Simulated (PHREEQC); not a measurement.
**Buffer: speciation**

Consider water at 76 °C with 160 mmol/kgw NH4Cl and 10 mmol/kgw Na2HPO4. Closed to the air; pH follows from the charge balance.

All values are PHREEQC results (ion-association model, phreeqc.dat), not measurements.

Each row changes one thing in this solution. No solid was allowed to form.

```csv
case,pH,ionic strength (mol/kgw),NH3 (mol/kgw),H2PO4- (mol/kgw),HPO4-2 (mol/kgw),NaHPO4- (mol/kgw),SI of Halite (NaCl)
as made,6.64,0.179,0.00520,0.00520,0.00475,5.08e-5,-4.39
NH4Cl from 0.16 to 1.6 mol/kgw,6.06,1.62,0.00686,0.00686,0.00312,1.81e-5,___
0.015 mol/kgw KCl added,6.64,0.195,0.00512,0.00512,0.00479,4.98e-5,-4.36
temperature from 76 to 65 °C,6.81,0.181,0.00438,0.00438,0.00556,6.10e-5,-4.38
NH4Cl from 0.16 to 0.016 mol/kgw,7.30,0.0406,0.00256,0.00257,0.00731,0.000129,-5.28
Na2HPO4 from 0.01 to 0.002 mol/kgw,___,0.163,0.00159,0.00159,0.000413,9.18e-7,-5.08
```

Task: Fill in the missing entries.

Result: 
- NH4Cl from 0.16 to 1.6 mol/kgw, SI of Halite (NaCl): -3.48
- Na2HPO4 from 0.01 to 0.002 mol/kgw, pH: 6.11

The ionic strength passes 0.7 mol/kgw, the rough limit of the ion-association models, in NH4Cl from 0.16 to 1.6 mol/kgw. At this temperature some constants are extrapolated from 25 °C, and those without enthalpy data are left unchanged.
